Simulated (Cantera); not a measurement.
Feed: 1 mol SiH4, 0.027 mol HCl, 700 mol H2, held at 1000 Pa.

Method: chemical equilibrium by Gibbs-energy minimisation in Cantera with the NASA 1993 tables (ideal gas, pure condensed phases). Candidate condensed phases: Si; 19 gas species. Gases not in the tables: Si2H6 and higher silanes. Rates play no part.

Problem. Which condensed phases are stable at each of these points (T (°C)): 1075, 1150, 1225, 1300, 1375, 1450, 1525, 1600, 1675, 1750, 1825, 1900, 1975?

Solution. 
| T (°C) | condensed phases | Si condensed (%) |
|---|---|---|
| 1075 | Si(s) | 100.0 |
| 1150 | Si(s) | 99.9 |
| 1225 | Si(s) | 99.8 |
| 1300 | Si(s) | 99.3 |
| 1375 | Si(s) | 97.2 |
| 1450 | Si(l) | 90.8 |
| 1525 | Si(l) | 73.4 |
| 1600 | Si(l) | 27.4 |
| 1675 | gas only | 0.0 |
| 1750 | gas only | 0.0 |
| 1825 | gas only | 0.0 |
| 1900 | gas only | 0.0 |
| 1975 | gas only | 0.0 |

From 1075 °C to 1375 °C the condensed part is Si(s). From 1450 °C to 1600 °C the condensed part is Si(l). From 1675 °C to 1975 °C nothing is condensed.
